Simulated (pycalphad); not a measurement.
Source of the numbers: pycalphad with the COST 507 light-alloy database (1999); pressure 1 atm. The data set is of 1999 and partly superseded. Amounts are mole fractions of atoms.

Give the equilibrium state of Si-78.6Cu (at.%) at 727 °C.

CU4SI_EPSILON, fraction 0.650, with 80.0 Cu at.%; CU19SI6_ETA, fraction 0.350, with 76.0 Cu at.%.

Give the equilibrium state of Si-78.6Cu (at.%) at 827 °C.

liquid, fraction 0.608, with 80.3 Cu at.%; CU19SI6_ETA, fraction 0.392, with 76.0 Cu at.%.

Database names, with the compositions (at.%) that they take in these runs: CU19SI6_ETA: Cu 76 Si 24; CU4SI_EPSILON: Cu 80 Si 20.
